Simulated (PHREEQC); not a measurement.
## Phosphoric acid bath with polishing slurry liquid

Solution A (18 mmol/kgw KH2PO4 and 47 mmol/kgw HCl) is mixed with solution B (0.0029 mol KOH and 0.00072 mol KH2PO4 per kg of water) at 25 °C; shares are by mass of water, 1 kg in all. O2 is buffered at 0.21 atm. The system is closed to CO2. Only these solids could form: Sylvite.

The series has 11 steps of share of solution B, from 0 to 1.

All values are PHREEQC results (ion-association model, phreeqc.dat), not measurements.

Task: Between which two steps does the pH jump most, and from what to what?

Result: Between share of solution B = 0.9 and 1: from 2.81 to 11.29.
